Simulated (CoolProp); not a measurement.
The numbers come from the reference Helmholtz-energy equation of state, Lemmon 2006 in CoolProp. It is a short technical equation, of lower accuracy than the large ones.

**Question.** Give the vapour pressure (kPa), liquid density (kg/m³), liquid cp (kJ/(kg K)), surface tension (mN/m) of saturated C2F6 (R116) at 268.3 K.

**Answer.** 
```csv
T (K),p (kPa),liquid density (kg/m³),liquid cp (kJ/(kg K)),surface tension (mN/m)
268.3,1620,1180,1.35,2.02
```

Surface tension comes from a separate correlation (Mulero 2012).
